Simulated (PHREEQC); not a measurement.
A column of 0.1 m (40 cells, dispersivity 0.0035 m, 300 s a shift, diffusion coefficient 3e-10 m²/s) holds 0.0055 eq of the database's cation exchanger X per kg of pore water, first in equilibrium with 0.031 mol ZnSO4, 0.08 mol Na2SO4 and 1e-05 mol HCl per kg of water. It is flushed with 0.0055 mol KCl, 0.00035 mol MgCl2 and 1e-05 mol HCl per kg of water, at 25 °C. Values are for the last cell. The system is closed to CO2. No solid was allowed to form.

The series has 33 steps of pore volumes, from 0 to 4.013.

All values are PHREEQC results (ion-association model, phreeqc.dat), not measurements.

After how many pore volumes does K at the outlet first reach half of its feed value?

By 1.3 pore volumes.
